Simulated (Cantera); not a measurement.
# Catalytic stagnation flow on Pt

A jet of CH4 : O2 : N2 = 0.024 : 0.077 : 0.79 (molar parts), equivalence ratio 0.62 at 300 K and 16.5 Torr hits a platinum plate 3 cm away at a mass flux of 0.17 kg/m²/s; the plate temperature is set and raised in steps from an oxygen-covered start.

Detailed kinetics in Cantera: Deutschmann's 1995 Pt surface mechanism with GRI-Mech 3.0 gas chemistry. Catalytic surfaces can have several steady states; this one follows from the mechanism file's or the stated starting coverage.

```json
[
 {"plate T (K)": "950", "wall x CH4": "0.0217", "wall x O2": "0.0753", "wall x H2O": "0.00972", "wall x OH": "8.81e-8", "wall x CO": "1.46e-5", "wall x CO2": "0.00638", "θ free Pt": "0.376", "θ O*": "0.623"},
 {"plate T (K)": "1000", "wall x CH4": "0.0198", "wall x O2": "0.0712", "wall x H2O": "0.0133", "wall x OH": "2.55e-7", "wall x CO": "1.85e-5", "wall x CO2": "0.00874", "θ free Pt": "0.456", "θ O*": "0.544"},
 {"plate T (K)": "1050", "wall x CH4": "0.0179", "wall x O2": "0.0673", "wall x H2O": "0.0167", "wall x OH": "6.45e-7", "wall x CO": "2.30e-5", "wall x CO2": "0.0110", "θ free Pt": "0.532", "θ O*": "0.467"},
 {"plate T (K)": "1100", "wall x CH4": "0.0163", "wall x O2": "0.0638", "wall x H2O": "0.0197", "wall x OH": "1.45e-6", "wall x CO": "2.87e-5", "wall x CO2": "0.0130", "θ free Pt": "0.605", "θ O*": "0.395"},
 {"plate T (K)": "1150", "wall x CH4": "0.0149", "wall x O2": "0.0608", "wall x H2O": "0.0222", "wall x OH": "2.98e-6", "wall x CO": "3.58e-5", "wall x CO2": "0.0147", "θ free Pt": "0.671", "θ O*": "0.329"},
 {"plate T (K)": "1200", "wall x CH4": "0.0137", "wall x O2": "0.0584", "wall x H2O": "0.0243", "wall x OH": "5.66e-6", "wall x CO": "4.53e-5", "wall x CO2": "0.0160", "θ free Pt": "0.730", "θ O*": "0.270"}
]
```
x: mole fraction at the wall; θ: surface coverage.
